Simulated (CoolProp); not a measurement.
Properties of carbon dioxide along the isobar 8.83 MPa (Tc = 304.1 K, pc = 7.377 MPa, ω = 0.224).

The numbers come from the reference Helmholtz-energy equation of state, Span 1996 in CoolProp.

```json
[
 {"T (K)": "253.9", "phase": "liquid", "Z": "0.1742", "cv (kJ/(kg K))": "0.9382", "isothermal compressibility (1/MPa)": "0.003476", "expansivity (1/kK)": "3.974", "viscosity (µPa s)": "151", "fugacity coefficient": "0.2173"},
 {"T (K)": "273.6", "phase": "liquid", "Z": "0.1771", "cv (kJ/(kg K))": "0.9278", "isothermal compressibility (1/MPa)": "[?]", "expansivity (1/kK)": "5.424", "viscosity (µPa s)": "112", "fugacity coefficient": "0.3424"},
 {"T (K)": "293.3", "phase": "liquid", "Z": "0.1898", "cv (kJ/(kg K))": "0.9429", "isothermal compressibility (1/MPa)": "0.01749", "expansivity (1/kK)": "9.659", "viscosity (µPa s)": "79.0", "fugacity coefficient": "0.4892"},
 {"T (K)": "313", "phase": "supercritical", "Z": "0.3356", "cv (kJ/(kg K))": "1.174", "isothermal compressibility (1/MPa)": "0.6652", "expansivity (1/kK)": "109.0", "viscosity (µPa s)": "31.2", "fugacity coefficient": "[?]"},
 {"T (K)": "332.6", "phase": "supercritical", "Z": "0.6135", "cv (kJ/(kg K))": "0.8974", "isothermal compressibility (1/MPa)": "0.2081", "expansivity (1/kK)": "14.27", "viscosity (µPa s)": "21.1", "fugacity coefficient": "0.7125"},
 {"T (K)": "352.3", "phase": "supercritical", "Z": "0.7151", "cv (kJ/(kg K))": "0.8437", "isothermal compressibility (1/MPa)": "0.1640", "expansivity (1/kK)": "8.346", "viscosity (µPa s)": "20.8", "fugacity coefficient": "[?]"},
 {"T (K)": "372", "phase": "supercritical", "Z": "0.7790", "cv (kJ/(kg K))": "0.8253", "isothermal compressibility (1/MPa)": "0.1466", "expansivity (1/kK)": "6.133", "viscosity (µPa s)": "21.1", "fugacity coefficient": "0.8069"},
 {"T (K)": "391.6", "phase": "supercritical", "Z": "0.8240", "cv (kJ/(kg K))": "0.8196", "isothermal compressibility (1/MPa)": "0.1372", "expansivity (1/kK)": "4.946", "viscosity (µPa s)": "[?]", "fugacity coefficient": "0.8395"},
 {"T (K)": "411.3", "phase": "supercritical", "Z": "0.8580", "cv (kJ/(kg K))": "0.8202", "isothermal compressibility (1/MPa)": "0.1311", "expansivity (1/kK)": "4.191", "viscosity (µPa s)": "22.3", "fugacity coefficient": "0.8661"},
 {"T (K)": "431", "phase": "supercritical", "Z": "0.8844", "cv (kJ/(kg K))": "0.8244", "isothermal compressibility (1/MPa)": "0.1270", "expansivity (1/kK)": "3.664", "viscosity (µPa s)": "23.0", "fugacity coefficient": "0.8881"},
 {"T (K)": "450.7", "phase": "supercritical", "Z": "0.9054", "cv (kJ/(kg K))": "0.8308", "isothermal compressibility (1/MPa)": "0.1239", "expansivity (1/kK)": "3.274", "viscosity (µPa s)": "23.7", "fugacity coefficient": "0.9063"}
]
```

Question: What belongs in the gaps?

Answer: 
- 273.6, isothermal compressibility (1/MPa): 0.006419
- 313, fugacity coefficient: 0.6344
- 352.3, fugacity coefficient: 0.7658
- 391.6, viscosity (µPa s): 21.7

Viscosity comes from a separate model (Laesecke 2017).
